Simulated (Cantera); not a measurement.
Charge: 1 mol Al₂O₃, 0.012 mol C, 3 mol N₂, held at 1475 K and 0.100 bar.

Equilibrium computed with Cantera from the NASA thermochemical tables; the gas is ideal and each condensed phase is pure. Candidate condensed phases: Al, AlN, Al₂O₃, C; 32 gas species. Mutual solubility and eutectic melting of coexisting phases are not modelled. Rates play no part.

Problem. What is the equilibrium state?

Solution. 
- x(N₂): 0.996
- x(CO): 0.00399
- n(AlN(s)): 0.00800 mol
- n(Al₂O₃(s)): 0.996 mol
- gas amount: 3.008 mol
- log10 activity of C(graphite) (absent): -1.09
- log10 activity of Al(l) (absent): -5.02
